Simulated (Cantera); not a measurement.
An isothermal, constant-pressure homogeneous reactor starts with CO : O2 : H2O : N2 = 0.004 : 0.028 : 0.011 : 1 (molar parts), equivalence ratio 0.071, at 1425 K and 0.987 atm.

Cantera simulation using GRI-Mech 3.0 (53 species, 325 reactions); the numbers are that mechanism's predictions, not measurements.

x: mole fraction; the columns are a selection and need not sum to one.

```json
[
 {"t (s)": "0.000300", "x CO": "0.00383", "x O2": "0.0268", "x H2O": "0.0105", "x H2": "3.57e-9", "x CO2": "(withheld)"},
 {"t (s)": "0.000631", "x CO": "0.00383", "x O2": "0.0268", "x H2O": "0.0105", "x H2": "6.84e-8", "x CO2": "(withheld)"},
 {"t (s)": "0.00133", "x CO": "0.00367", "x O2": "0.0267", "x H2O": "0.0105", "x H2": "1.04e-5", "x CO2": "(withheld)"},
 {"t (s)": "0.00279", "x CO": "0.00122", "x O2": "0.0254", "x H2O": "0.0103", "x H2": "7.98e-5", "x CO2": "(withheld)"},
 {"t (s)": "0.00588", "x CO": "0.000211", "x O2": "0.0250", "x H2O": "0.0105", "x H2": "1.87e-5", "x CO2": "0.00363"},
 {"t (s)": "0.0124", "x CO": "3.96e-5", "x O2": "0.0250", "x H2O": "0.0105", "x H2": "3.92e-6", "x CO2": "0.00380"},
 {"t (s)": "0.0260", "x CO": "7.32e-6", "x O2": "0.0250", "x H2O": "0.0105", "x H2": "9.64e-7", "x CO2": "0.00384"},
 {"t (s)": "0.0548", "x CO": "1.23e-6", "x O2": "0.0250", "x H2O": "0.0106", "x H2": "2.82e-7", "x CO2": "0.00384"},
 {"t (s)": "0.115", "x CO": "2.02e-7", "x O2": "0.0250", "x H2O": "0.0106", "x H2": "1.06e-7", "x CO2": "0.00384"},
 {"t (s)": "0.242", "x CO": "5.62e-8", "x O2": "0.0250", "x H2O": "0.0106", "x H2": "5.67e-8", "x CO2": "0.00384"},
 {"t (s)": "0.510", "x CO": "3.80e-8", "x O2": "0.0250", "x H2O": "0.0106", "x H2": "4.53e-8", "x CO2": "0.00384"},
 {"t (s)": "1.07", "x CO": "3.67e-8", "x O2": "0.0250", "x H2O": "0.0106", "x H2": "4.43e-8", "x CO2": "0.00384"},
 {"t (s)": "2.26", "x CO": "3.66e-8", "x O2": "0.0250", "x H2O": "0.0106", "x H2": "4.43e-8", "x CO2": "0.00384"},
 {"t (s)": "4.75", "x CO": "3.66e-8", "x O2": "0.0250", "x H2O": "0.0106", "x H2": "4.43e-8", "x CO2": "0.00384"},
 {"t (s)": "10.0", "x CO": "3.66e-8", "x O2": "0.0250", "x H2O": "0.0106", "x H2": "4.43e-8", "x CO2": "0.00384"}
]
```

Task: Fill in the missing entries.

Result: 
- 0.000300, x CO2: 9.83e-8
- 0.000631, x CO2: 1.33e-6
- 0.00133, x CO2: 0.000170
- 0.00279, x CO2: 0.00262
